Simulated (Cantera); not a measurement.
A Cantera script and its output.

```python
import numpy as np
import cantera as ct

surf = ct.Interface("ptcombust.yaml", "Pt_surf")
gas = surf.adjacent["gas"]
gas.TPX = 1250, 101325, {'CH4': 0.0033, 'O2': 0.015, 'N2': 0.79}
surf.TP = 1250, 101325
reactor = ct.FlowReactor(gas, clone=False)
reactor.area = 0.0001  # m2
reactor.surface_area_to_volume_ratio = 100  # 1/m
reactor.mass_flow_rate = 2.1 * reactor.area * gas.density  # inlet velocity 2.1 m/s
reactor.energy_enabled = False
wall = ct.ReactorSurface(surf, reactor, clone=False)
net = ct.ReactorNet([reactor])
net.rtol, net.atol = 1e-8, 1e-16
show, cover = ['CH4', 'O2', 'H2O', 'CO2', 'CO'], ['PT(S)', 'H(S)', 'O(S)', 'OH(S)', 'CO(S)', 'C(S)']

rows = []
print(f"{'z/m':>9s}{'u/(m/s)':>9s}" + "".join(f"{s:>13s}" for s in show + cover))
for z in [5.2e-05, 8.6e-05, 0.00014, 0.00024, 0.0004, 0.00067, 0.0011, 0.0019, 0.0031, 0.0052]:
    net.advance(z)
    rows.append([reactor.speed, *gas[show].X, *surf[cover].coverages])
    print(f"{z:9.4g}{rows[-1][0]:9.3g}" + "".join(f"{x:13.4e}" for x in rows[-1][1:]))
```

It prints:

```
      z/m  u/(m/s)          CH4           O2          H2O          CO2           CO        PT(S)         H(S)         O(S)        OH(S)        CO(S)         C(S)
  5.2e-05      2.1   4.0724e-03   1.8538e-02   2.0445e-05   7.9011e-06   2.3144e-06   6.0403e-01   1.0097e-06   3.9576e-01   1.9314e-04   7.3520e-06   1.5773e-07
  8.6e-05      2.1   4.0656e-03   1.8525e-02   3.3815e-05   1.3375e-05   3.5106e-06   6.0416e-01   1.0308e-06   3.9563e-01   1.9709e-04   7.6467e-06   1.5759e-07
  0.00014      2.1   4.0549e-03   1.8505e-02   5.5021e-05   2.2453e-05   5.0091e-06   6.0433e-01   1.0634e-06   3.9545e-01   2.0319e-04   8.0133e-06   1.5736e-07
  0.00024      2.1   4.0352e-03   1.8467e-02   9.4180e-05   4.0146e-05   6.8452e-06   6.0459e-01   1.1208e-06   3.9519e-01   2.1398e-04   8.4542e-06   1.5684e-07
   0.0004      2.1   4.0038e-03   1.8405e-02   1.5652e-04   6.9773e-05   8.2992e-06   6.0488e-01   1.2064e-06   3.9488e-01   2.3008e-04   8.7825e-06   1.5592e-07
  0.00067      2.1   3.9511e-03   1.8301e-02   2.6079e-04   1.2100e-04   9.0385e-06   6.0524e-01   1.3371e-06   3.9449e-01   2.5472e-04   8.8995e-06   1.5423e-07
   0.0011      2.1   3.8685e-03   1.8138e-02   4.2438e-04   2.0243e-04   9.0933e-06   6.0574e-01   1.5204e-06   3.9396e-01   2.8913e-04   8.7998e-06   1.5150e-07
   0.0019      2.1   3.7183e-03   1.7842e-02   7.2074e-04   3.5021e-04   8.7925e-06   6.0663e-01   1.8082e-06   3.9302e-01   3.4270e-04   8.5140e-06   1.4646e-07
   0.0031      2.1   3.5021e-03   1.7417e-02   1.1462e-03   5.6210e-04   8.3223e-06   6.0792e-01   2.1603e-06   3.9166e-01   4.0733e-04   8.0881e-06   1.3910e-07
   0.0052      2.1   3.1488e-03   1.6728e-02   1.8381e-03   9.0590e-04   7.5487e-06   6.1009e-01   2.6453e-06   3.8941e-01   4.9439e-04   7.3782e-06   1.2682e-07
```

Computed with Cantera and Deutschmann's 1995 Pt surface mechanism with GRI-Mech 3.0 gas chemistry. Catalytic surfaces can have several steady states; this one follows from the mechanism file's or the stated starting coverage. Mass transfer to the wall is taken as infinitely fast.
